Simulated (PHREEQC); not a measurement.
Consider water at 25 °C with 0.0013 mol/kgw Pb(NO3)2, 0.091 mol/kgw KBr and 0.23 mol/kgw Na2SO4. Closed to the air; pH follows from the charge balance.

Computed with PHREEQC (ion-association model, wateq4f.dat).

Q: The ionic strength comes out as 0.632 mol/kgw. What activity coefficients do Na+, K+, PbOH+, Pb(SO4)2-2, NO3- get?

A: Na+ 0.71, K+ 0.63, PbOH+ 0.74, Pb(SO4)2-2 0.30, NO3- 0.59.

This is a speciation only: nothing precipitates in the calculation. Saturation is exceeded, for instance for Larnakite, Anglesite; the values hold only as long as no solid forms.
